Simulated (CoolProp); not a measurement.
n-dodecane along the isobar 2.26 bar: Z from the reference equation and from simpler models built on Tc = 385.0 °C, pc = 18.18 bar, ω = 0.574; each cubic takes its own stable root.

Computed with CoolProp (reference Helmholtz-energy equation of state, Lemmon 2004). It is a short technical equation, of lower accuracy than the large ones.

```tsv
T (°C)	phase	reference
136.05	liquid	0.01708
162.35	liquid	0.01658
188.75	liquid	0.01619
215.05	liquid	0.01593
241.45	liquid	0.01579
267.75	gas	0.8862
294.15	gas	0.9066
320.45	gas	0.9223
346.85	gas	0.9346
```

Problem. How far does each simpler model (Soave-Redlich-Kwong, Peng-Robinson) lie from the reference over these 9 states: mean and median of the absolute difference, and the worst?

Solution. 
- Soave-Redlich-Kwong: mean 12.7 %, median 21.3 %, worst +22.0 % at 136.05 °C and 2.26 bar
- Peng-Robinson: mean 4.7 %, median 7.3 %, worst +8.3 % at 136.05 °C and 2.26 bar
